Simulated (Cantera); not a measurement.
Charge: 1 mol (CH₃)₂SiCl₂, 3 mol HCl, a varied amount of H₂, at 1825 K and 25000 Pa.

Equilibrium computed with Cantera from the NASA thermochemical tables; the gas is ideal and each condensed phase is pure. Candidate condensed phases: C, C₆H₆, C₇H₈, C₈H₁₈, Si, SiC; 109 gas species. The feed counts by its element totals alone. The tables' values for SiCl₃ are old estimates; treat these amounts as uncertain. Rates play no part.

log p: log10 of the partial pressure in bar; n: condensed amount in mol.

| n(H₂) (mol) | log p H₂ | log p HCl | log p SiCl₂ | log p H | log p SiCl₃ | log p Cl | n C(graphite) | n SiC(s) |
|---|---|---|---|---|---|---|---|---|
| 8.9 | -0.76 | -1.14 | -2.61 | -3.74 | -3.71 | -4.23 | 1.17 | 0.828 |
| 16 | -0.71 | -1.28 | -2.96 | -3.71 | -4.23 | -4.41 | 1.10 | 0.892 |
| 23 | -0.68 | -1.39 | -3.20 | -3.70 | -4.60 | -4.53 | 1.06 | 0.921 |
| 30 | -0.66 | ___ | ___ | -3.69 | -4.89 | ___ | 1.04 | 0.938 |
| 37 | -0.65 | ___ | ___ | -3.68 | -5.12 | ___ | 1.03 | 0.949 |
| 45 | -0.65 | -1.63 | -3.70 | -3.68 | -5.35 | -4.78 | 1.01 | 0.957 |
| 52 | -0.64 | -1.68 | -3.82 | -3.68 | -5.52 | -4.83 | 1.00 | 0.963 |
| 59 | -0.64 | -1.73 | -3.92 | -3.67 | -5.67 | -4.88 | 0.996 | 0.967 |
| 66 | -0.63 | -1.77 | -4.00 | -3.67 | -5.80 | -4.93 | 0.989 | 0.970 |
| 73 | -0.63 | -1.81 | -4.09 | -3.67 | -5.93 | -4.97 | 0.982 | 0.973 |
| 80 | -0.63 | -1.85 | -4.16 | -3.67 | -6.04 | -5.01 | 0.975 | 0.975 |
| 87 | -0.63 | -1.88 | -4.23 | -3.67 | -6.14 | -5.04 | 0.969 | 0.977 |
| 94 | -0.62 | -1.91 | -4.29 | -3.67 | -6.24 | -5.07 | 0.963 | 0.979 |

Question: What belongs in the gaps?

Answer: 
- 37, log p HCl: -1.56
- 37, log p SiCl₂: -3.55
- 37, log p Cl: -4.70
- 30, log p HCl: -1.48
- 30, log p SiCl₂: -3.39
- 30, log p Cl: -4.62
